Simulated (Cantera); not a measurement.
An isothermal, constant-pressure homogeneous reactor starts with 0.291 % CH2O, 1.22 % O2, 93.9 % N2, 4.60 % CH4, at 1050 K and 0.550 bar.

Cantera simulation using GRI-Mech 3.0 (53 species, 325 reactions); the numbers are that mechanism's predictions, not measurements. GRI-Mech 3.0 stops at C3 and has no aromatics, soot or wall deposition, so with more carbon than oxygen in the feed, carbon stays in small species such as C2H2 where larger ones or solid carbon would form.

Predict: x(CH2O) at 7.00 s; x(O2) at 7.00 s; x(N2O) at 7.00 s; x(CO) at 7.00 s; x(C2H4) at 7.00 s.


| Item | Value |
|---|---|
| x(CH2O) at 7.00 s | 8.32e-5 (gas-phase equilibrium 3.93e-10) |
| x(O2) at 7.00 s | 0.00709 (gas-phase equilibrium <1e-12) |
| x(N2O) at 7.00 s | 1.82e-9 (gas-phase equilibrium <1e-12) |
| x(CO) at 7.00 s | 0.00614 (gas-phase equilibrium 0.0263) |
| x(C2H4) at 7.00 s | 0.000456 (gas-phase equilibrium 6.08e-5) |
